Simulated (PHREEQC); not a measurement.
A PHREEQC input (ion-association model, wateq4f.dat):

```
SOLUTION 1
  temp 25
  units mg/kgw
  pH 7.48
  pe 9.2
  Na 3800
  K 13.1
  Ca 386
  Mg 270
  Cl 5180
  S(6) 2440 as S
  Alkalinity 328 as HCO3
  Cd 153
  B 3.4
END
USE solution 1
EQUILIBRIUM_PHASES 1
  CO2(g) -2.5 10
END
```

The run finishes without an error or a warning.

Its last state differs from that of the intended input:

```tsv
quantity	as run	intended
ionic strength (mol/kgw)	0.291	0.223
SO4-2 (mol/kgw)	0.0552	0.0166
Mg+2 (mol/kgw)	0.00556	0.00810
Ca+2 (mol/kgw)	0.00539	0.00741
NaSO4- (mol/kgw)	0.0109	0.00377
SI of Gypsum (CaSO4:2H2O)	-0.08	-0.39
SI of Magnesite (MgCO3)	+0.33	+0.51
```

Problem. One thing in the input isn't as intended. What explains the difference?

Solution. Several could match; the one computed here: The fault: sulfate typed 'as S' though the number is for SO4. The line should read `as SO4` where the input has `as S`.
